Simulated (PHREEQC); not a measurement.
0.35 g of hydrous ferric oxide (600 m²/g; 0.2 weak and 0.005 strong sites per Fe, Dzombak-Morel constants, diffuse double layer) in 1 kg of water with 0.05 mol/kgw of an inert sodium salt and 0.0002 mol/kgw CaCl2, at 25 °C; the pH is set by adding NaOH or the inert anion's acid. Oxygen alone is held at its pressure in air (log pO2 = -0.68). The system is closed to CO2. Nothing may precipitate in this run.

Equilibrium calculation in PHREEQC: ion-association model, wateq4f.dat.

```json
[
 {"pH": "3", "Ca sorbed (%)": "0.0", "surface charge σ (C/m²)": "0.357", "surface potential ψ (mV)": "169"},
 {"pH": "3.67", "Ca sorbed (%)": "0.0", "surface charge σ (C/m²)": "0.324", "surface potential ψ (mV)": "164"},
 {"pH": "4.33", "Ca sorbed (%)": "0.0", "surface charge σ (C/m²)": "0.259", "surface potential ψ (mV)": "153"},
 {"pH": "5", "Ca sorbed (%)": "0.0", "surface charge σ (C/m²)": "0.181", "surface potential ψ (mV)": "135"},
 {"pH": "5.67", "Ca sorbed (%)": "0.0", "surface charge σ (C/m²)": "0.115", "surface potential ψ (mV)": "112"},
 {"pH": "6.33", "Ca sorbed (%)": "0.1", "surface charge σ (C/m²)": "0.068", "surface potential ψ (mV)": "86"},
 {"pH": "7", "Ca sorbed (%)": "0.8", "surface charge σ (C/m²)": "0.035", "surface potential ψ (mV)": "56"},
 {"pH": "7.67", "Ca sorbed (%)": "5.4", "surface charge σ (C/m²)": "0.013", "surface potential ψ (mV)": "25"},
 {"pH": "8.33", "Ca sorbed (%)": "17.1", "surface charge σ (C/m²)": "-0.003", "surface potential ψ (mV)": "-5"},
 {"pH": "9", "Ca sorbed (%)": "53.9", "surface charge σ (C/m²)": "-0.015", "surface potential ψ (mV)": "-28"},
 {"pH": "9.67", "Ca sorbed (%)": "89.3", "surface charge σ (C/m²)": "-0.030", "surface potential ψ (mV)": "-50"},
 {"pH": "10.33", "Ca sorbed (%)": "98.8", "surface charge σ (C/m²)": "-0.055", "surface potential ψ (mV)": "-76"},
 {"pH": "11", "Ca sorbed (%)": "99.8", "surface charge σ (C/m²)": "-0.093", "surface potential ψ (mV)": "-101"}
]
```

The oxide is taken as insoluble; below pH 4 it would dissolve.
